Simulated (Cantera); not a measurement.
Input: 1 mol TiCl₄, a varied amount of H₂O, at 1600 K and 11.0 mbar.

Method: chemical equilibrium by Gibbs-energy minimisation in Cantera with the NASA 1993 tables (ideal gas, pure condensed phases). Candidate condensed phases: H₂O, Ti, TiCl₂, TiCl₃, TiCl₄, TiO, TiO₂, Ti₂O₃, Ti₃O₅, Ti₄O₇; 23 gas species. Kinetics and transport are ignored.

### Question
At 0.41 mol H₂O, list the 4 most abundant gas species with their mole fractions, and the condensed phases.

### Answer
HCl 0.491, TiCl₄ 0.443, TiCl₃ 0.0331, Cl 0.0314. Condensed: TiO₂(rutile).
